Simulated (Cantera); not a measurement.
An isothermal, constant-pressure homogeneous reactor starts with C2H6 : H2 = 1 : 93 (molar parts), at 2000 K and 0.0825 Torr.

Model: GRI-Mech 3.0 (53 species, 325 reactions), integrated in Cantera. GRI-Mech 3.0 stops at C3 and has no aromatics, soot or wall deposition, so with more carbon than oxygen in the feed, carbon stays in small species such as C2H2 where larger ones or solid carbon would form. Radical loss at walls, strong at low pressure, is not modelled.

x: mole fraction; the columns are a selection and need not sum to one.

```json
[
 {"t (s)": "3.00e-5", "x C2H6": "0.0105", "x H2": "0.989", "x CH3": "[?]", "x H": "1.07e-6", "x CH4": "9.33e-7", "x C2H4": "1.41e-9", "x CH2": "2.59e-11"},
 {"t (s)": "0.000115", "x C2H6": "0.0103", "x H2": "0.989", "x CH3": "[?]", "x H": "1.38e-5", "x CH4": "1.34e-5", "x C2H4": "2.36e-8", "x CH2": "1.25e-9"},
 {"t (s)": "0.000438", "x C2H6": "0.00929", "x H2": "0.988", "x CH3": "[?]", "x H": "0.000179", "x CH4": "0.000182", "x C2H4": "7.62e-7", "x CH2": "6.55e-8"},
 {"t (s)": "0.00168", "x C2H6": "0.00620", "x H2": "0.983", "x CH3": "0.00635", "x H": "0.00192", "x CH4": "0.00204", "x C2H4": "5.20e-5", "x CH2": "2.89e-6"},
 {"t (s)": "0.00641", "x C2H6": "0.000834", "x H2": "0.971", "x CH3": "0.00638", "x H": "0.00979", "x CH4": "0.0112", "x C2H4": "0.000679", "x CH2": "3.51e-5"},
 {"t (s)": "0.0245", "x C2H6": "1.14e-6", "x H2": "0.967", "x CH3": "[?]", "x H": "0.0129", "x CH4": "0.0149", "x C2H4": "0.000395", "x CH2": "4.15e-5"},
 {"t (s)": "0.0936", "x C2H6": "9.47e-7", "x H2": "0.968", "x CH3": "[?]", "x H": "0.0123", "x CH4": "0.0141", "x C2H4": "0.000127", "x CH2": "3.72e-5"},
 {"t (s)": "0.358", "x C2H6": "6.22e-7", "x H2": "0.971", "x CH3": "[?]", "x H": "0.0113", "x CH4": "0.0119", "x C2H4": "8.03e-5", "x CH2": "2.85e-5"},
 {"t (s)": "1.37", "x C2H6": "2.42e-7", "x H2": "0.975", "x CH3": "[?]", "x H": "0.0102", "x CH4": "0.00783", "x C2H4": "3.20e-5", "x CH2": "1.72e-5"},
 {"t (s)": "5.23", "x C2H6": "4.32e-8", "x H2": "0.977", "x CH3": "[?]", "x H": "0.0107", "x CH4": "0.00322", "x C2H4": "6.47e-6", "x CH2": "8.83e-6"},
 {"t (s)": "20.0", "x C2H6": "2.30e-9", "x H2": "0.976", "x CH3": "[?]", "x H": "0.0136", "x CH4": "0.000666", "x C2H4": "6.27e-7", "x CH2": "3.22e-6"}
]
```

Complete the blanks.


- 3.00e-5, x CH3: 0.000193
- 0.000115, x CH3: 0.000718
- 0.000438, x CH3: 0.00247
- 0.0245, x CH3: 0.00388
- 0.0936, x CH3: 0.00352
- 0.358, x CH3: 0.00271
- 1.37, x CH3: 0.00160
- 5.23, x CH3: 0.000694
- 20.0, x CH3: 0.000183
